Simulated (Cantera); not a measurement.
Mixture: H2 : O2 : N2 = 1 : 0.312 : 1.17 (molar parts), equivalence ratio 1.6, at 1.18 atm, adiabatic and at constant pressure. Ignition delay is the time to a rise of 400 K.

Cantera simulation using the H2/O2 subset of GRI-Mech 3.0, which has no nitrogen chemistry; the numbers are that mechanism's predictions, not measurements. Below about 950 K walls govern HO2 and H2O2 in real vessels.

Q: At T0 = 1100 K, what is the delay, and which 6 reactions control it most (d ln τ / d ln k, from doubling and halving each rate constant)?

A: The delay is 84.6 µs.
```tsv
reaction	d ln τ / d ln k	faster rate
H + O2 <=> O + OH	-1.18	shortens it
H + O2 + M <=> HO2 + M	0.21	lengthens it
H + O2 + N2 <=> HO2 + N2	0.15	lengthens it
H2 + O <=> H + OH	-0.12	shortens it
H + HO2 <=> 2 OH	-0.05	shortens it
H2 + OH <=> H + H2O	-0.04	shortens it
```
